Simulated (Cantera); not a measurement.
A freely propagating, adiabatic, planar premixed flame of 15.0 % CO, 16.6 % H2, 14.4 % O2, 54.0 % N2, equivalence ratio 1.1, unburnt at 550 K and 750 Torr; multicomponent transport, grid criteria slope 0.08 and curve 0.16, no radiation.

Computed with Cantera and GRI-Mech 3.0 (53 species, 325 reactions). Burning velocities carry a grid error of a few per cent, more on coarse grids.

Question: Predict: laminar burning velocity; thermal thickness; peak x(H); peak x(H2O2).

Answer: 
- laminar burning velocity = 392 cm/s
- thermal thickness = 0.540 mm
- peak x(H) = 0.0341
- peak x(H2O2) = 2.42e-5
